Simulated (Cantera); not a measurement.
Feed: 1 mol CH₃Cl, 0.82 mol Si, 0.067 mol H₂, at 377 °C and 3.30 Pa.

Method: chemical equilibrium by Gibbs-energy minimisation in Cantera with the NASA 1993 tables (ideal gas, pure condensed phases). Candidate condensed phases: C, C₆H₆, C₇H₈, C₈H₁₈, Si, SiC; 109 gas species. Rates play no part.

### Question
What is the equilibrium state?

### Answer
| Item | Value |
|---|---|
| x(H₂) | 0.836 |
| x(SiCl₄) | 0.127 |
| x(HCl) | 0.0357 |
| x(CH₄) | 0.000600 |
| x(SiHCl₃) | 0.000242 |
| n(C(graphite)) | 0.413 mol |
| n(SiC(s)) | 0.586 mol |
| gas amount | 1.832 mol |
| log10 activity of Si(s) (absent) | -5.47 |
